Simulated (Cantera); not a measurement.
An adiabatic, constant-volume homogeneous reactor starts with CH₄ : H₂ : O₂ : N₂ = 1 : 0.36 : 1.68 : 6.31 (molar parts), at 1623 K and 9.87 atm. Integrator tolerance rtol = 1e-08.

Cantera simulation using GRI-Mech 3.0 (53 species, 325 reactions); the numbers are that mechanism's predictions, not measurements. Above 3000 K some thermodynamic fits are extrapolated.

Q: What does this change do: 0.23 parts CO2 added?

A: 
```json
[
 {"quantity": "time of steepest temperature rise", "before": "24.4 µs", "after": "25.4 µs"},
 {"quantity": "temperature at 0.700 s", "before": "3197 K", "after": "3146 K"},
 {"quantity": "equilibrium temperature", "before": "3197 K", "after": "3146 K"},
 {"quantity": "x(CH₄) at 0.700 s", "before": "8.01e-12 (gas-phase equilibrium 9.51e-12)", "after": "5.42e-12 (gas-phase equilibrium 6.47e-12)"},
 {"quantity": "x(H₂) at 0.700 s", "before": "0.0506 (gas-phase equilibrium 0.0506)", "after": "0.0420 (gas-phase equilibrium 0.0420)"},
 {"quantity": "x(O₂) at 0.700 s", "before": "0.00387 (gas-phase equilibrium 0.00387)", "after": "0.00444 (gas-phase equilibrium 0.00444)"},
 {"quantity": "x(CH₂CO) at 0.700 s", "before": "<1e-12 (gas-phase equilibrium <1e-12)", "after": "<1e-12 (gas-phase equilibrium <1e-12)"},
 {"quantity": "x(OH) at 0.700 s", "before": "0.0179 (gas-phase equilibrium 0.0179)", "after": "0.0171 (gas-phase equilibrium 0.0171)"},
 {"quantity": "x(C₂H₂) at 0.700 s", "before": "<1e-12 (gas-phase equilibrium <1e-12)", "after": "<1e-12 (gas-phase equilibrium <1e-12)"}
]
```
